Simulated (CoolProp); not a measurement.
The numbers come from the reference Helmholtz-energy equation of state, Lemmon 2006 in CoolProp. It is a short technical equation, of lower accuracy than the large ones.

Problem. Give the vapour pressure (MPa), liquid density (kg/m³), enthalpy of vaporisation (kJ/kg), liquid cp (kJ/(kg K)) of saturated nitrous oxide at 199.8, 242.2, 252.7 K.

Solution. 
```csv
T (K),p (MPa),liquid density (kg/m³),enthalpy of vaporisation (kJ/kg),liquid cp (kJ/(kg K))
199.8,0.231,1180,357,1.74
242.2,1.28,1040,296,1.90
252.7,1.77,1000,277,1.98
```
